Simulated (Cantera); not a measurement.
Cantera run, input and output.

```python
import numpy as np
import cantera as ct

surf = ct.Interface("diamond.yaml", "diamond_100")
gas, bulk = surf.adjacent["gas"], surf.adjacent["diamond"]
k = surf.kinetics_species_index(bulk.species_names[0])
cover = ["c6HH", "c6H*", "c6*H", "c6**", "c6HM", "c6B"]

rows, drift = [], 0.0
print(f"{'P':>10s}{'um/h':>11s}" + "".join(f"{s:>11s}" for s in cover))
for v in [1200, 1700, 2500, 3600, 5200, 7600, 11000, 16000]:
    T, P, xH, xCH3 = 923, v, 0.0022, 8.7e-05
    gas.TPX = T, P, {"H": xH, "CH3": xCH3, "CH4": 0.01, "H2": 1 - xH - xCH3 - 0.01}
    surf.TP = bulk.TP = T, P
    surf.coverages = "c6H*:0.1, c6HH:0.9"
    surf.advance_coverages(100.0)
    before = surf.coverages
    surf.advance_coverages(100.0)
    drift = max(drift, np.max(np.abs(surf.coverages - before) / (surf.coverages + 1e-9)))
    rate = surf.net_production_rates[k] * bulk.mean_molecular_weight / bulk.density * 3.6e9
    rows.append([rate, *surf[cover].coverages])
    print(f"{v:10.4g}{rate:11.4e}" + "".join(f"{x:11.3e}" for x in rows[-1][1:]))
```

It prints:

```
         P       um/h       c6HH       c6H*       c6*H       c6**       c6HM        c6B
      1200 3.4326e-01  6.468e-01  1.164e-02  3.015e-01  5.061e-03  2.756e-02  9.315e-10
      1700 4.9245e-01  6.465e-01  1.164e-02  3.014e-01  5.058e-03  2.792e-02  1.336e-09
      2500 7.3131e-01  6.462e-01  1.164e-02  3.012e-01  5.057e-03  2.820e-02  1.984e-09
      3600 1.0599e+00  6.461e-01  1.164e-02  3.012e-01  5.056e-03  2.838e-02  2.876e-09
      5200 1.5379e+00  6.460e-01  1.165e-02  3.011e-01  5.056e-03  2.851e-02  4.173e-09
      7600 2.2550e+00  6.459e-01  1.165e-02  3.011e-01  5.056e-03  2.860e-02  6.119e-09
   1.1e+04 3.2711e+00  6.458e-01  1.167e-02  3.010e-01  5.057e-03  2.867e-02  8.876e-09
   1.6e+04 4.7656e+00  6.458e-01  1.169e-02  3.010e-01  5.059e-03  2.871e-02  1.293e-08
```

Detailed kinetics in Cantera: the Harris–Goodwin 1993 mechanism for the reconstructed diamond (100) surface.
